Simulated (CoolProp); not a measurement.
Vapour-liquid equilibrium of toluene (1) + n-octane (2) at 1.08 bar; x and y are mole fractions of (1).

Computed with CoolProp (multi-fluid Helmholtz-energy mixture model, Lemmon 2006 and Beckmüller 2019; pair parameters Bell 2016).

Problem. Give the bubble temperature and the first vapour's composition at x = 0.05, 0.75, 0.95. Is there an azeotrope?

Solution. x = 0.05: 126.4 °C, y = 0.087; x = 0.75: 114.4 °C, y = 0.798; x = 0.95: 113.1 °C, y = 0.956. No azeotrope shows between x = 0.05 and 0.95.

Pair parameters are fitted to limited data, so mixtures are less certain than the pure fluids.
